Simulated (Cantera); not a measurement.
Charge: 1 mol FeS2, 0.091 mol H2S, 9.1 mol CO2, 0.21 mol SO2, equilibrated at 1048 K and 4.00 bar.

Cantera equilibrium calculation (NASA polynomials, part measured and part estimated; ideal gas, pure solids and liquids). Candidate condensed phases: C, C6H6, C7H8, C8H18, Fe, Fe(CO)5, FeO, Fe(OH)2, Fe(OH)3, FeS, FeSO4, FeS2, Fe2O3, Fe2(SO4)3, Fe3O4, H2O, H2SO4, S; 127 gas species. FeS: taken at fixed stoichiometry. Gases not in the tables: S3 to S7. Equilibrium is a limit: real reactors are often held back by kinetics, nucleation or transport.

Question: What is the equilibrium state?

Answer: 
| Property | Result |
|---|---|
| x(CO2) | 0.903 |
| x(S2) | 0.0470 |
| x(SO2) | 0.0245 |
| x(COS) | 0.00787 |
| x(CO) | 0.00695 |
| x(H2O) | 0.00687 |
| x(H2S) | 0.00225 |
| x(S2O) | 0.00128 |
| x(H2) | 6.27e-5 |
| n(FeS(s)) | 1.00 mol |
| gas amount | 9.913 mol |
| log10 activity of S(l) (absent) | -0.85 |
| log10 activity of C(graphite) (absent) | -4.32 |
| log10 activity of Fe(α) (absent) | -4.36 |
